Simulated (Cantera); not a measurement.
**Stirred combustor or abatement burner**

A perfectly stirred reactor is fed with 9.63 % CH4, 1.93 % C2H6, 18.6 % O2, 69.8 % N2, equivalence ratio 1.4, at 10.0 bar; it is adiabatic with a 375 K inlet, and is followed from long to short residence time, starting on the burning branch (τ in s: 0.058, 0.023, 0.0088, 0.0034, 0.0013, 0.00052, 0.0002, 7.9e-05, 3.1e-05, 1.2e-05, 4.7e-06).

Computed with Cantera and GRI-Mech 3.0 (53 species, 325 reactions).

| τ (s) | T (K) | x CH4 | x C2H6 | x O2 | x HCN | x OH | x CH2O |
|---|---|---|---|---|---|---|---|
| 0.058 | 2053 | 0.000687 | 2.83e-7 | 8.68e-5 | 1.54e-5 | 6.70e-5 | 2.14e-6 |
| 0.023 | 2055 | 0.00129 | 8.71e-7 | 0.000207 | 2.91e-5 | 7.35e-5 | 4.58e-6 |
| 0.0088 | 2057 | 0.00217 | 2.61e-6 | 0.000496 | 4.14e-5 | 8.50e-5 | 9.59e-6 |
| 0.0034 | 2056 | 0.00322 | 7.10e-6 | 0.00114 | 4.61e-5 | 0.000103 | 1.91e-5 |
| 0.0013 | 2046 | 0.00442 | 1.88e-5 | 0.00255 | 4.25e-5 | 0.000127 | 3.73e-5 |
| 0.00052 | 2018 | 0.00581 | 4.96e-5 | 0.00543 | 3.13e-5 | 0.000152 | 7.06e-5 |
| 0.00020 | 1932 | 0.00877 | 0.000185 | 0.0137 | 1.11e-5 | 0.000151 | 0.000160 |
| 7.9e-5 | 375 | 0.0963 | 0.0193 | 0.186 | <1e-12 | <1e-12 | <1e-12 |
| 3.1e-5 | 375 | 0.0963 | 0.0193 | 0.186 | <1e-12 | <1e-12 | <1e-12 |
| 1.2e-5 | 375 | 0.0963 | 0.0193 | 0.186 | <1e-12 | <1e-12 | <1e-12 |
| 4.7e-6 | 375 | 0.0963 | 0.0193 | 0.186 | <1e-12 | <1e-12 | <1e-12 |
x: mole fraction; the columns are a selection and need not sum to one.
